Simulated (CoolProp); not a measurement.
Vapour-liquid equilibrium of propane (1) + R114 (2) at 279.2 K; x and y are mole fractions of (1).

Model: multi-fluid Helmholtz-energy mixture model, Lemmon 2009 and Platzer 1990; pair parameters Bell 2016, in CoolProp. This equation is an older, rougher fit; its heat capacities, sound speeds and derivatives of the liquid may be far off and weren't checked against measurements.

```
x     bubble pressure (bar)  y at the bubble point  dew pressure at overall composition x (bar)  liquid density (mol/L)
----  ---------------------  ---------------------  -------------------------------------------  ----------------------
0.05                  1.452                  0.261                                          [?]                   8.950
0.2                   2.339                  0.594                                        1.355                   9.295
0.35                  3.073                  0.732                                        1.618                   9.667
0.5                   3.711                  0.815                                        2.000                   10.07
0.65                  4.298                  0.876                                        2.595                   10.52
0.8                   4.876                    [?]                                          [?]                     [?]
0.95                  5.474                  0.982                                        5.104                     [?]
```

**Question.** Complete the blanks.

**Answer.** 
- 0.05, dew pressure at overall composition x (bar): 1.164
- 0.8, y at the bubble point: 0.930
- 0.8, dew pressure at overall composition x (bar): 3.582
- 0.8, liquid density (mol/L): 11.02
- 0.95, liquid density (mol/L): 11.59

No azeotrope shows between x = 0.05 and 0.95.

The pair parameters rest on a limited set of measurements; away from them the model extrapolates.
